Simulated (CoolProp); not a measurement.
Computed with CoolProp (reference Helmholtz-energy equation of state, Zhou 2012).

### Question
For p-xylene, give the phase and the density (kg/m³), cv (kJ/(kg K)), Joule-Thomson coefficient (K/MPa), isothermal compressibility (1/MPa) at 620 K and 24.1 MPa.

### Answer
- 620 K and 24.1 MPa: supercritical; density 608, cv 2.27, Joule-Thomson coefficient -0.0332, isothermal compressibility 0.00568
